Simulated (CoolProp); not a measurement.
The numbers come from the reference Helmholtz-energy equation of state, Zhou 2012 in CoolProp.

Give the vapour pressure (bar), liquid viscosity (µPa s), vapour viscosity (µPa s) of saturated m-xylene at 211.45, 229.35, 247.25 °C.


```tsv
T (°C)	p (bar)	liquid viscosity (µPa s)	vapour viscosity (µPa s)
211.45	5.09	135	10.5
229.35	7.01	120	10.9
247.25	9.44	106	11.4
```

Viscosity comes from a separate model (Cao 2016).
